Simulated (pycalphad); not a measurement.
## Effect of Si content in Ti-Si

All values are pycalphad results on the COST 507 light-alloy database (1999) (1 atm), not direct measurements. The data set is of 1999 and partly superseded. Amounts are mole fractions of atoms. Diffusion is slow at the low end, where real alloys seldom reach equilibrium.

```csv
alloy,liquidus (°C),first solid,solidus (°C),phases at 727 °C
Ti-0.56Si (at.%),1657,bcc,1592,"hcp 1.00, SITI3 under 0.01"
Ti-0.84Si (at.%),1652,bcc,1556,"hcp 0.98, SITI3 0.02"
Ti-1.12Si (at.%),1648,bcc,1525,"hcp 0.97, SITI3 0.03"
Ti-1.68Si (at.%),1638,bcc,1476,"hcp 0.95, SITI3 0.05"
Ti-3.36Si (at.%),1609,bcc,1387,"hcp 0.88, SITI3 0.12"
```

Database names, with the compositions (at.%) that they take in these runs: SITI3: Ti 75 Si 25.
